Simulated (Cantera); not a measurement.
**Stirred combustor or abatement burner**

A perfectly stirred reactor is fed with 29.2 % H2, 14.9 % O2, 56.0 % N2, equivalence ratio 0.98, at 100000 Pa; it is adiabatic with a 325 K inlet, and is followed from long to short residence time, starting on the burning branch (τ in s: 0.11, 0.049, 0.022, 0.0099, 0.0044, 0.002, 0.00088, 0.0004, 0.00018, 7.9e-05, 3.6e-05, 1.6e-05).

Cantera simulation using the H2/O2 subset of GRI-Mech 3.0, which has no nitrogen chemistry; the numbers are that mechanism's predictions, not measurements.

```
τ (s)    T (K)    x H2     x O2  x H2O   x H2O2      x H       x O
-------  -----  ------  -------  -----  -------  -------  --------
0.11      2382  0.0130  0.00793  0.320  1.57e-7  0.00184  0.000771
0.049     2375  0.0137  0.00821  0.319  1.60e-7  0.00203  0.000837
0.022     2360  0.0150  0.00876  0.316  1.67e-7  0.00242  0.000976
0.0099    2334  0.0174  0.00976  0.313  1.80e-7  0.00324   0.00125
0.0044    2288  0.0211   0.0114  0.306  2.06e-7  0.00486   0.00179
0.0020    2222  0.0258   0.0136  0.297  2.50e-7  0.00768   0.00267
0.00088   2128  0.0316   0.0166  0.286  3.34e-7   0.0125   0.00406
0.00040   2014  0.0372   0.0201  0.273  4.90e-7   0.0195   0.00584
0.00018   1876  0.0424   0.0241  0.260  8.23e-7   0.0291   0.00792
7.9e-5    1716  0.0476   0.0292  0.245  1.61e-6   0.0414   0.00987
3.6e-5    1546  0.0558   0.0364  0.228  3.20e-6   0.0530    0.0107
1.6e-5    1310  0.0963   0.0587  0.186  5.61e-6   0.0507   0.00761
```
x: mole fraction; the columns are a selection and need not sum to one.
